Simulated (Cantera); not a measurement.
Charge: 1 mol Si2H6, 0.93 mol Cl2, 210 mol H2, at 650 °C and 525 Torr.

These are equilibrium values from Cantera (NASA tables, ideal gas, pure condensed phases), not measurements of a reactor. Candidate condensed phases: Si; 19 gas species. The feed counts by its element totals alone. Rates play no part.

Base state: H2 0.996, HCl 0.00184, SiHCl3 0.00125, SiCl4 0.000650, SiH2Cl2 0.000236, SiH3Cl 1.10e-5 (mole fractions); condensed: Si(s).

Problem. What changes in the equilibrium state with this change: Cl2 from 0.93 to 0.079 mol?

Solution. 
```tsv
species	before	after
H2	0.996	0.999
HCl	0.00184	0.000564
SiHCl3	0.00125	3.55e-5
SiCl4	0.000650	5.62e-6
SiH2Cl2	0.000236	2.20e-5
SiH3Cl	1.10e-5	3.36e-6
Si(s), mol	1.54	1.99
```
